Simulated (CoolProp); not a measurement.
A single-stage vapour-compression cycle with R22: evaporating at 255.15 K (dew point), condensing at 299.15 K (bubble point), superheat 8 K, subcooling 8 K, compressor efficiency 0.75, no pressure losses. Each further row changes one setting.

Values from CoolProp's reference Helmholtz-energy equation of state, Kamei 1995.

```tsv
case	cooling COP	pressure ratio	discharge temperature (K)	refrigerating effect (kJ/kg)	volumetric capacity (kJ/m³)
as stated	3.75	4.05	345.9	182	2030
evaporating temperature 260.15 K	4.40	3.37	340.4	184	2440
condensing temperature 294.15 K	4.33	3.53	337.4	188	2090
subcooling 13 K	3.88	4.05	345.9	188	2090
superheat 18 K	3.72	4.05	357.2	188	2010
compressor efficiency 0.65	3.25	4.05	355.3	182	2030
```
